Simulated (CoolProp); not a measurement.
Vapour-liquid equilibrium of m-xylene (1) + n-decane (2) at 242.25 °C; x and y are mole fractions of (1).

Model: multi-fluid Helmholtz-energy mixture model, Zhou 2012 and Lemmon 2006; pair parameters Bell 2016, in CoolProp.

Question: Give the bubble pressure and the first vapour's composition at x = 0.35, 0.65, 0.75. Is there an azeotrope?

Answer: x = 0.35: 5.864 bar, y = 0.480; x = 0.65: 7.137 bar, y = 0.758; x = 0.75: 7.575 bar, y = 0.835. No azeotrope shows between x = 0.05 and 0.95.

The pair parameters rest on a limited set of measurements; away from them the model extrapolates.
